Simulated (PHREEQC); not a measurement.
## Nickel, zinc or cadmium bath (model solution)

Consider water at 52 °C with 0.031 mol/kgw CdCl2 and 0.0015 mol/kgw KCl. It is in equilibrium with CO2 at log p = -1 (atm). Otherwise closed; pH follows from the charge balance.

Computed with PHREEQC (ion-association model, phreeqc.dat).

Each row changes one thing in this solution. No solid was allowed to form.

```
case                                            pH  ionic strength (mol/kgw)  Cl- (mol/kgw)  HCO3- (mol/kgw)  CO3-2 (mol/kgw)
--------------------------------------------  ----  ------------------------  -------------  ---------------  ---------------
as made                                       4.47                    0.0507         0.0404          3.48e-5         1.26e-10
KCl from 0.0015 to 0.003 mol/kgw              4.47                         ?         0.0416          3.49e-5         1.27e-10
CdCl2 replaced by CuCl2 at the same molality  4.02                         ?         0.0579          1.30e-5         1.88e-11
KCl left out                                  4.47                    0.0497         0.0391          3.47e-5         1.25e-10
CdCl2 from 0.031 to 0.062 mol/kgw             4.46                         ?         0.0700          3.53e-5         1.40e-10
CdCl2 from 0.031 to 0.0062 mol/kgw            4.49                    0.0148         0.0112          3.39e-5         1.03e-10
KCl from 0.0015 to 0.015 mol/kgw              4.47                         ?         0.0517          3.56e-5         1.35e-10
CdCl2 from 0.031 to 0.0341 mol/kgw            4.47                         ?         0.0436          3.49e-5         1.28e-10
```

Problem. What belongs in the gaps?

Solution. 
- KCl from 0.0015 to 0.003 mol/kgw, ionic strength (mol/kgw): 0.0518
- CdCl2 replaced by CuCl2 at the same molality, ionic strength (mol/kgw): 0.0833
- CdCl2 from 0.031 to 0.062 mol/kgw, ionic strength (mol/kgw): 0.0853
- KCl from 0.0015 to 0.015 mol/kgw, ionic strength (mol/kgw): 0.0607
- CdCl2 from 0.031 to 0.0341 mol/kgw, ionic strength (mol/kgw): 0.0545

At this temperature some constants are extrapolated from 25 °C, and those without enthalpy data are left unchanged.
